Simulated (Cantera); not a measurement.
Charge: 1 mol H2S, 0.15 mol H2, 0.19 mol N2, held at 12000 Pa.

Equilibrium computed with Cantera from the NASA thermochemical tables; the gas is ideal and each condensed phase is pure. Candidate condensed phases: S; 15 gas species. Gases not in the tables: S3 to S7. Equilibrium is a limit: real reactors are often held back by kinetics, nucleation or transport. All values below are at 875 K.

Base state: H2S 0.744, N2 0.142, H2 0.114, S2 0.000889 (mole fractions); condensed: gas only.

Problem. What changes in the equilibrium state with this change: pressure from 12000 Pa to 1.40e7 Pa?

Solution. 
```csv
species,before,after
H2S,0.744,0.748
N2,0.142,0.141
H2,0.114,0.108
NH3,2.58e-6,0.00278
S2,0.000889,8.52e-7
```
The ideal-gas law is rough above about 30 bar.
